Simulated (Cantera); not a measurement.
What does this Cantera script print?

```python
import numpy as np
import cantera as ct

gas_names = """
    H H2 H2S Pb PbS Pb2 S SH S2 S8
""".split()
cond_names = """
    Pb(cr) Pb(L) PbS(s) PbS(L) S(cr1) S(cr2) S(L)
""".split()


# ... load() reads the species with a 1 bar reference pressure and builds the phases ...
atoms = {
    'Pb': {'Pb': 1},
    'H2S': {'H': 2, 'S': 1},
    'H2': {'H': 2},
}
top_T = {}  # K; cautious upper limits of use, not melting points


# ... equilibrate(T, P, feed) seeds the gas with the atoms and calls Mixture.equilibrate('TP', solver="vcs", rtol=1e-11, max_steps=5000) ...
results = []
feed = {'Pb': 1, 'H2S': 0.3, 'H2': 55}  # mol
P = 1000  # Pa
for T in [673, 873, 1073, 1273, 1473, 1673, 1873, 2073]:
    mix = equilibrate(T, P, feed)
    results.append((T, P, feed, dict(zip(mix.species_names, mix.species_moles))))
    x = sorted(zip(gas.X, gas.species_names), reverse=True)
    print(f"T = {T:g} K  P = {P:g} Pa  gas = {mix.phase_moles(0):.4g} mol")
    print("   x: " + "  ".join(f"{s} {v:.3e}" for v, s in x if v > 1e-06))
    print("   condensed (mol): " + ("  ".join(f"{mix.phase(i).name} {mix.phase_moles(i):.4g}"
          for i in range(1, mix.n_phases) if mix.phase_moles(i) > 1e-12) or "none"))
```

Output:

```
T = 673 K  P = 1000 Pa  gas = 55.3 mol
   x: H2 9.998e-01  H2S 2.108e-04
   condensed (mol): Pb(L) 0.7117  PbS(s) 0.2883
T = 873 K  P = 1000 Pa  gas = 55.31 mol
   x: H2 9.950e-01  H2S 4.718e-03  PbS 1.866e-04  Pb 6.359e-05
   condensed (mol): Pb(L) 0.9575  PbS(s) 0.02869
T = 1073 K  P = 1000 Pa  gas = 55.9 mol
   x: H2 9.873e-01  Pb 7.308e-03  PbS 3.366e-03  H2S 2.001e-03
   condensed (mol): Pb(L) 0.4033
T = 1273 K  P = 1000 Pa  gas = 56.3 mol
   x: H2 9.802e-01  Pb 1.442e-02  PbS 3.337e-03  H2S 1.979e-03  SH 8.437e-06  H 7.060e-06  S2 2.316e-06
   condensed (mol): none
T = 1473 K  P = 1000 Pa  gas = 56.31 mol
   x: H2 9.795e-01  Pb 1.509e-02  PbS 2.668e-03  H2S 2.495e-03  H 1.252e-04  SH 8.820e-05  S2 3.764e-05  S 1.815e-06
   condensed (mol): none
T = 1673 K  P = 1000 Pa  gas = 56.36 mol
   x: H2 9.779e-01  Pb 1.584e-02  H2S 2.496e-03  PbS 1.906e-03  H 1.126e-03  SH 4.413e-04  S2 2.218e-04  S 3.671e-05
   condensed (mol): none
T = 1873 K  P = 1000 Pa  gas = 56.56 mol
   x: H2 9.722e-01  Pb 1.660e-02  H 6.364e-03  H2S 1.826e-03  SH 1.147e-03  PbS 1.078e-03  S2 4.833e-04  S 2.878e-04
   condensed (mol): none
T = 2073 K  P = 1000 Pa  gas = 57.17 mol
   x: H2 9.525e-01  H 2.567e-02  Pb 1.701e-02  SH 1.757e-03  S 1.087e-03  H2S 9.999e-04  PbS 4.764e-04  S2 4.638e-04
   condensed (mol): none
```

These are equilibrium values from Cantera (NASA tables, ideal gas, pure condensed phases), not measurements of a reactor. Gases not in the tables: S3 to S7.
